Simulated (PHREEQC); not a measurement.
1 kg of water holding 0.0059 mol/kgw KCl, 0.13 mol/kgw Na2SO4, 0.28 mol/kgw NaHCO3, 0.21 mol/kgw Na2CO3 and 0.1 mol/kgw NaCl is evaporated at 25 °C; the solids stay in contact with the brine. The system is closed to CO2. The run lets Arcanite, Burkeite, Glaserite, Halite, Kalicinite, Mirabilite, Misenite, Nahcolite, Natron, Sylvite, Thenardite, Trona precipitate or redissolve, and no other solid.

The numbers come from PHREEQC with the Pitzer model, pitzer.dat.

```json
[
 {"water left (kg)": "1", "ionic strength": "1.41", "water activity": "0.976", "Trona (mol)": "0", "Nahcolite (mol)": "0", "Thenardite (mol)": "0"},
 {"water left (kg)": "0.8219", "ionic strength": "1.71", "water activity": "0.971", "Trona (mol)": "0", "Nahcolite (mol)": "0", "Thenardite (mol)": "0"},
 {"water left (kg)": "0.6755", "ionic strength": "2.08", "water activity": "0.965", "Trona (mol)": "0", "Nahcolite (mol)": "0", "Thenardite (mol)": "0"},
 {"water left (kg)": "0.4563", "ionic strength": "3.08", "water activity": "0.950", "Trona (mol)": "0", "Nahcolite (mol)": "0", "Thenardite (mol)": "0"},
 {"water left (kg)": "0.375", "ionic strength": "3.75", "water activity": "0.941", "Trona (mol)": "0", "Nahcolite (mol)": "0", "Thenardite (mol)": "0"},
 {"water left (kg)": "0.3082", "ionic strength": "4.51", "water activity": "0.930", "Trona (mol)": "0", "Nahcolite (mol)": "0.0157", "Thenardite (mol)": "0"},
 {"water left (kg)": "0.2533", "ionic strength": "5.26", "water activity": "0.920", "Trona (mol)": "0", "Nahcolite (mol)": "0.0736", "Thenardite (mol)": "0"},
 {"water left (kg)": "0.2082", "ionic strength": "6.18", "water activity": "0.907", "Trona (mol)": "0", "Nahcolite (mol)": "0.120", "Thenardite (mol)": "0"},
 {"water left (kg)": "0.1406", "ionic strength": "8.67", "water activity": "0.867", "Trona (mol)": "0.000255", "Nahcolite (mol)": "0.186", "Thenardite (mol)": "0"},
 {"water left (kg)": "0.1135", "ionic strength": "9.02", "water activity": "0.857", "Trona (mol)": "0.0576", "Nahcolite (mol)": "0.151", "Thenardite (mol)": "0"},
 {"water left (kg)": "0.09129", "ionic strength": "9.52", "water activity": "0.843", "Trona (mol)": "0.103", "Nahcolite (mol)": "0.123", "Thenardite (mol)": "0"},
 {"water left (kg)": "0.07306", "ionic strength": "10.2", "water activity": "0.824", "Trona (mol)": "0.139", "Nahcolite (mol)": "0.102", "Thenardite (mol)": "0"},
 {"water left (kg)": "0.05593", "ionic strength": "10.5", "water activity": "0.805", "Trona (mol)": "0.165", "Nahcolite (mol)": "0.0890", "Thenardite (mol)": "0.0112"},
 {"water left (kg)": "0.03666", "ionic strength": "9.63", "water activity": "0.787", "Trona (mol)": "0.186", "Nahcolite (mol)": "0.0811", "Thenardite (mol)": "0.0764"},
 {"water left (kg)": "0.02864", "ionic strength": "9.14", "water activity": "0.770", "Trona (mol)": "0.194", "Nahcolite (mol)": "0.0775", "Thenardite (mol)": "0.0967"},
 {"water left (kg)": "0.02207", "ionic strength": "8.77", "water activity": "0.742", "Trona (mol)": "0.201", "Nahcolite (mol)": "0.0745", "Thenardite (mol)": "0.112"}
]
```

Nahcolite from water left = 0.3082 kg (pH 9.23); Trona from water left = 0.1406 kg (pH 9.66); Mirabilite from water left = 0.05593 kg (pH 9.49), last present at water left = 0.05593 kg; Thenardite from water left = 0.05593 kg (pH 9.49).

Complexes and solids missing from the database can't appear.
